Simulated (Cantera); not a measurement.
Input (Python, Cantera) and output of one run.

```python
import numpy as np
import cantera as ct

gas_names = [...]  # 105 gases of nasa_gas.yaml made of C, H, N, Si
cond_names = """
    C(gr) C6H6(L) C7H8(L) C8H18(L),n-octa Si(cr) Si(L) SiC(b) Si3N4(a)
""".split()


# ... load() reads the species with a 1 bar reference pressure and builds the phases ...
atoms = {
    'Si3N4': {'Si': 3, 'N': 4},
    'C': {'C': 1},
    'H2': {'H': 2},
}
top_T = {'C(gr)': 4500, 'SiC(b)': 3050, 'Si3N4(a)': 2400}  # K; cautious upper limits of use, not melting points


# ... equilibrate(T, P, feed) seeds the gas with the atoms and calls Mixture.equilibrate('TP', solver="vcs", rtol=1e-11, max_steps=5000) ...
results = []
feed = {'Si3N4': 1, 'C': 0.0069, 'H2': 9.8}  # mol
T = 2123  # K
P = 690000  # Pa
mix = equilibrate(T, P, feed)
results.append((T, P, feed, dict(zip(mix.species_names, mix.species_moles))))
x = sorted(zip(gas.X, gas.species_names), reverse=True)
print(f"T = {T:g} K  P = {P:g} Pa  gas = {mix.phase_moles(0):.4g} mol")
print("   x: " + "  ".join(f"{s} {v:.3e}" for v, s in x if v > 0.001))
print("   condensed (mol): " + ("  ".join(f"{mix.phase(i).name} {mix.phase_moles(i):.4g}"
      for i in range(1, mix.n_phases) if mix.phase_moles(i) > 1e-12) or "none"))
```

Output:

```
T = 2123 K  P = 690000 Pa  gas = 11 mol
   x: H2 8.892e-01  N2 1.086e-01  H 1.288e-03
   condensed (mol): Si(L) 1.795  Si3N4(a) 0.4008
```

Equilibrium computed with Cantera from the NASA thermochemical tables; the gas is ideal and each condensed phase is pure. Mutual solubility and eutectic melting of coexisting phases are not modelled. Gases not in the tables: Si2H6 and higher silanes.
